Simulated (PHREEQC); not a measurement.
Solution (20 °C): 0.066 mol Cu(NO3)2, 0.0015 mol HNO3 and 0.0038 mol FeCl3 per kg of water. Closed to the air; pH follows from the charge balance.

Equilibrium calculation in PHREEQC: ion-association model, phreeqc.dat.

Each row changes one thing in this solution. This is a speciation only: nothing precipitates in the calculation.

```tsv
case	pH	ionic strength (mol/kgw)	Cl- (mol/kgw)	CuCl+ (mol/kgw)	CuCl2 (mol/kgw)	CuOH+ (mol/kgw)
as made	2.53	0.219	0.0108	0.000475	1.26e-6	1.00e-7
Cu(NO3)2 from 0.066 to 0.132 mol/kgw	2.55	0.416	0.0105	0.000768	?	1.86e-7
FeCl3 replaced by NaCl at the same molality	2.92	0.203	0.00364	0.000164	1.49e-7	2.50e-7
diluted 10-fold with water	3.29	0.0215	0.00113	9.19e-6	3.94e-9	?
HNO3 from 0.0015 to 0.015 mol/kgw	?	0.233	0.0107	0.000462	1.19e-6	2.34e-8
HNO3 left out	2.68	0.217	0.0108	0.000477	1.27e-6	1.40e-7
diluted 5-fold with water	?	0.0432	0.00225	3.11e-5	2.40e-8	9.37e-8
temperature from 20 to 90 °C	2.37	0.207	0.00694	0.00438	1.29e-5	5.83e-8
```

Q: Complete the blanks.

A: 
- Cu(NO3)2 from 0.066 to 0.132 mol/kgw, CuCl2 (mol/kgw): 1.65e-6
- diluted 10-fold with water, CuOH+ (mol/kgw): 8.81e-8
- HNO3 from 0.0015 to 0.015 mol/kgw, pH: 1.91
- diluted 5-fold with water, pH: 3.07

Complexes and solids missing from the database can't appear. Some of these states are supersaturated (in Hematite (slow to form), Goethite (slow to form), Fe(OH)3(a), for instance). At this temperature some constants are extrapolated from 25 °C, and those without enthalpy data are left unchanged.
